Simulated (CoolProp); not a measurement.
Saturation properties of nitrogen (Tc = -147.0 °C, pc = 3.396 MPa, ω = 0.037).

Model: reference Helmholtz-energy equation of state, Span 2000, in CoolProp.

```csv
T (°C),p (MPa),liquid density (kg/m³),surface tension (mN/m),liquid viscosity (µPa s)
-176.55,0.6099,?,4.76,83.8
-174.45,?,697.1,4.34,78.7
-172.45,?,685.1,3.95,74.2
-170.45,0.9340,672.6,3.57,69.9
-168.35,1.070,658.9,3.17,65.7
-166.35,1.212,645.1,2.81,61.8
-164.35,?,630.6,?,58.1
-162.35,1.535,615.2,2.11,54.6
-160.25,1.728,597.7,?,50.9
-158.25,1.927,579.7,1.43,47.5
-156.25,2.142,559.7,1.12,44.0
-154.15,2.387,536.0,0.816,40.3
-152.15,2.639,509.5,0.544,36.5
-150.15,2.912,476.1,0.297,32.3
```

Question: Some entries are withheld; supply them.

Answer: 
- -176.55, liquid density (kg/m³): 709.3
- -174.45, p (MPa): 0.7104
- -172.45, p (MPa): 0.8167
- -164.35, p (MPa): 1.366
- -164.35, surface tension (mN/m): 2.45
- -160.25, surface tension (mN/m): 1.75

It boils at -195.8 °C under 1 atm.

Viscosity comes from a separate model (Lemmon 2004). Surface tension comes from a separate correlation (Mulero 2012).
